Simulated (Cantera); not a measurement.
Catalytic combustion on Pt

An isothermal plug-flow reactor at 1000 K and 3.36 atm (inlet), inlet velocity 0.95 m/s, active area per volume 1700 1/m; feed H₂ : O₂ : N₂ : H₂O = 0.016 : 0.19 : 0.79 : 0.053 (molar parts).

Cantera simulation using Deutschmann's 1995 Pt surface mechanism with GRI-Mech 3.0 gas chemistry; the numbers are that mechanism's predictions, not measurements. Catalytic surfaces can have several steady states; this one follows from the mechanism file's or the stated starting coverage. Mass transfer to the wall is taken as infinitely fast.

```tsv
z (m)	x H₂	x O₂	x H₂O	θ free Pt	θ O*	θ OH*
0.00022	0.00174	0.176	0.0645	0.123	0.870	0.00695
0.00043	0.000310	0.175	0.0660	0.117	0.876	0.00685
0.00083	1.25e-5	0.175	0.0663	0.116	0.877	0.00682
0.0016	2.67e-8	0.175	0.0663	0.116	0.877	0.00682
0.0031	1.46e-10	0.175	0.0663	0.116	0.877	0.00682
0.0059	1.44e-10	0.175	0.0663	0.116	0.877	0.00682
0.011	1.43e-10	0.175	0.0663	0.116	0.877	0.00682
0.022	1.43e-10	0.175	0.0663	0.116	0.877	0.00682
```
x: gas mole fraction; θ: surface coverage.
